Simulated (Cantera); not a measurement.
**Thermodynamics of silicon nitride deposition, feed trisilylamine + N2 + NH3**

A closed system holds: 1 mol trisilylamine, 0.22 mol N2, 8.1 mol NH3, at 4700 Pa.

These are equilibrium values from Cantera (NASA tables, ideal gas, pure condensed phases), not measurements of a reactor. Candidate condensed phases: Si, Si3N4; 18 gas species. The feed counts by its element totals alone. Gases not in the tables: Si2H6 and higher silanes. Kinetics and transport are ignored.

| T (K) | x H2 | x N2 | x H | x Si | x SiH2 | x SiH | x NH3 | x Si2N | n Si3N4(s) | n Si(l) |
|---|---|---|---|---|---|---|---|---|---|---|
| 875 | 0.857 | 0.143 | 2.14e-10 | <1e-12 | <1e-12 | <1e-12 | 2.10e-5 | <1e-12 | 1.00 | 0 |
| 975 | 0.857 | 0.143 | 4.89e-9 | <1e-12 | <1e-12 | <1e-12 | 9.72e-6 | <1e-12 | 1.00 | 0 |
| 1075 | 0.857 | 0.143 | 6.27e-8 | <1e-12 | <1e-12 | <1e-12 | 5.16e-6 | <1e-12 | 1.00 | 0 |
| 1175 | 0.857 | 0.143 | 5.24e-7 | <1e-12 | <1e-12 | <1e-12 | 3.03e-6 | <1e-12 | 1.00 | 0 |
| 1275 | 0.857 | 0.143 | 3.15e-6 | <1e-12 | 4.77e-11 | <1e-12 | 1.94e-6 | <1e-12 | 1.00 | 0 |
| 1375 | 0.857 | 0.143 | 1.46e-5 | 5.36e-11 | 1.36e-9 | 6.05e-11 | 1.32e-6 | <1e-12 | 1.00 | 0 |
| 1475 | 0.857 | 0.143 | 5.54e-5 | 3.23e-9 | 2.44e-8 | 2.31e-9 | 9.42e-7 | 1.46e-11 | 1.00 | 0 |
| 1575 | 0.857 | 0.143 | 0.000177 | 1.15e-7 | 3.02e-7 | 5.50e-8 | 7.03e-7 | 1.37e-9 | 1.000 | 0 |
| 1675 | 0.857 | 0.143 | 0.000496 | 2.64e-6 | 2.76e-6 | 8.91e-7 | 5.44e-7 | 7.36e-8 | 1.000 | 0 |
| 1775 | 0.856 | 0.143 | 0.00124 | 4.25e-5 | 1.95e-5 | 1.05e-5 | 4.33e-7 | 2.50e-6 | 0.999 | 0 |
| 1875 | 0.775 | 0.222 | 0.00266 | 0.000193 | 3.85e-5 | 3.41e-5 | 3.80e-7 | 1.05e-5 | 0 | 2.99 |
x: gas mole fraction; n: condensed amount in mol.

From 875 K to 1775 K the condensed part is Si3N4(s). At 1875 K the condensed part is Si(l).
